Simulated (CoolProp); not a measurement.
Values from CoolProp's reference Helmholtz-energy equation of state, Lemmon 2006. It is a short technical equation, of lower accuracy than the large ones.

Task: For hydrogen sulfide, give the phase and the Z, speed of sound (m/s), viscosity (µPa s) at 113.15 °C and 22.4 MPa.

Result: 
- 113.15 °C and 22.4 MPa: supercritical; Z 0.391, speed of sound 591, viscosity 70.2

Viscosity comes from a separate model (Quiñones-Cisneros 2012).
